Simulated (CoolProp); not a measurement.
The fluid at 483.99 K and 18.4 MPa flows at 1.2 m/s in a round tube of 100 mm bore and 1.5 µm roughness, fully developed (64/Re and Nu = 3.66 if laminar; Colebrook and Gnielinski if turbulent). The same conditions are run with several fluids, on thermodynamics alone (safety and materials aside).

Computed with CoolProp (reference Helmholtz-energy equation of state of each fluid (toluene: Lemmon 2006; benzene: Thol 2012; o-xylene: Zhou 2012; ethylbenzene: Zhou 2012; n-decane: Lemmon 2006)).

```tsv
fluid	Reynolds number	Darcy friction factor	pressure drop (Pa/m)	heat-transfer coefficient (W/(m² K))	mass flow (kg/h)
toluene	525000	0.0133	67.7	1850	___
benzene	589000	0.0130	65.3	1940	23700
o-xylene	433000	0.0137	72.8	1780	___
ethylbenzene	492000	0.0134	69.7	1850	24500
n-decane	347000	0.0142	___	___	20700
```

### Question
Complete the blanks.

### Answer

- toluene, mass flow (kg/h): 24100
- o-xylene, mass flow (kg/h): 25000
- n-decane, pressure drop (Pa/m): 62.7
- n-decane, heat-transfer coefficient (W/(m² K)): 1670

Transport values come from each fluid's own correlations; those of ethylbenzene are estimates that may be off by 10 % or more.
